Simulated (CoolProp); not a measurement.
Aqueous magnesium chloride as a coolant, at -1 °C, 1 atm.

Model: Melinder's fits for secondary coolants, in CoolProp.

| mass % | freezing point (°C) | cp (kJ/(kg K)) | conductivity (W/(m K)) | Prandtl number | viscosity (mPa s) |
|---|---|---|---|---|---|
| 5.2 | -3.1 | 3.861 | 0.550 | 16.1 | 2.30 |
| 7.4 | -5.1 | 3.725 | 0.545 | 17.2 | 2.51 |
| 9.6 | -7.7 | 3.594 | 0.539 | 18.8 | 2.83 |
| 11.9 | -11.2 | 3.463 | 0.533 | 21.0 | 3.23 |
| 14.1 | -15.1 | 3.343 | 0.528 | 22.9 | 3.62 |
| 16.3 | -19.5 | 3.229 | 0.522 | 24.6 | 3.98 |
| 18.6 | -24.9 | 3.116 | 0.516 | 27.1 | 4.49 |
| 20.8 | -31.2 | 3.016 | 0.510 | 34.1 | 5.76 |
| 23 | -39.6 | 2.922 | 0.500 | 60.2 | 10.3 |
| 25.3 | -52.1 | 2.828 | 0.485 | 222 | 38.1 |
| 27.5 | -69.7 | 2.739 | 0.462 | 2460 | 415 |
| 29.7 | -95.7 | 2.644 | 0.426 | 159000 | 25600 |
